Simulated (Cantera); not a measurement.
Feed: 1 mol S, 0.0072 mol SO₂, 1.8 mol N₂, at 2473 K and 4.13 Torr.

Method: chemical equilibrium by Gibbs-energy minimisation in Cantera with the NASA 1993 tables (ideal gas, pure condensed phases). Candidate condensed phases: S; 17 gas species. The numbers say what is thermodynamically allowed, not how fast it happens.

Base state: N₂ 0.711, S 0.174, S₂ 0.109, SO 0.00547, O 8.78e-5, SN 8.37e-5, SO₂ 4.39e-5, NO 2.34e-5 (mole fractions); condensed: gas only.

Problem. What changes in the equilibrium state with this change: temperature from 2473 K to 2573.15 K?

Solution. 
| species | before | after |
|---|---|---|
| N₂ | 0.711 | 0.692 |
| S | 0.174 | 0.224 |
| S₂ | 0.109 | 0.0789 |
| O | 8.78e-5 | 0.000180 |
| S₂O | 1.49e-5 | 9.56e-6 |
| NO | 2.34e-5 | 3.45e-5 |

Problem. What changes in the equilibrium state with this change: pressure from 4.13 Torr to 1 atm?

Solution. 
| species | before | after |
|---|---|---|
| N₂ | 0.711 | 0.772 |
| S₂ | 0.109 | 0.204 |
| S | 0.174 | 0.0175 |
| O | 8.78e-5 | 4.43e-6 |
| S₂O | 1.49e-5 | 0.000259 |
